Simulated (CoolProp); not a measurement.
Isopentane along the isobar 2670 kPa: Z from the reference equation and from simpler models built on Tc = 460.3 K, pc = 3378 kPa, ω = 0.227; each cubic takes its own stable root.

Model: reference Helmholtz-energy equation of state, Lemmon 2006, in CoolProp. It is a short technical equation, of lower accuracy than the large ones.

```json
[
 {"T (K)": "367", "phase": "liquid", "reference": "0.1163", "Redlich-Kwong": "0.1320", "Soave-Redlich-Kwong": "0.1271", "Peng-Robinson": "0.1122"},
 {"T (K)": "383.6", "phase": "liquid", "reference": "(withheld)", "Redlich-Kwong": "0.1333", "Soave-Redlich-Kwong": "0.1281", "Peng-Robinson": "0.1132"},
 {"T (K)": "400.3", "phase": "liquid", "reference": "0.1168", "Redlich-Kwong": "0.1366", "Soave-Redlich-Kwong": "0.1310", "Peng-Robinson": "0.1158"},
 {"T (K)": "416.9", "phase": "liquid", "reference": "0.1193", "Redlich-Kwong": "0.1429", "Soave-Redlich-Kwong": "0.1369", "Peng-Robinson": "(withheld)"},
 {"T (K)": "433.5", "phase": "liquid", "reference": "0.1252", "Redlich-Kwong": "0.1561", "Soave-Redlich-Kwong": "(withheld)", "Peng-Robinson": "0.1324"},
 {"T (K)": "450.1", "phase": "gas", "reference": "(withheld)", "Redlich-Kwong": "0.5971", "Soave-Redlich-Kwong": "0.5883", "Peng-Robinson": "0.5615"},
 {"T (K)": "466.8", "phase": "gas", "reference": "0.6626", "Redlich-Kwong": "0.6694", "Soave-Redlich-Kwong": "0.6729", "Peng-Robinson": "0.6472"},
 {"T (K)": "483.4", "phase": "gas", "reference": "0.7197", "Redlich-Kwong": "0.7182", "Soave-Redlich-Kwong": "0.7277", "Peng-Robinson": "0.7028"},
 {"T (K)": "500", "phase": "gas", "reference": "0.7614", "Redlich-Kwong": "0.7552", "Soave-Redlich-Kwong": "0.7686", "Peng-Robinson": "0.7446"}
]
```

### Question
What belongs in the gaps?

### Answer

- 383.6, reference: 0.1160
- 416.9, Peng-Robinson: 0.1211
- 433.5, Soave-Redlich-Kwong: 0.1491
- 450.1, reference: 0.5692
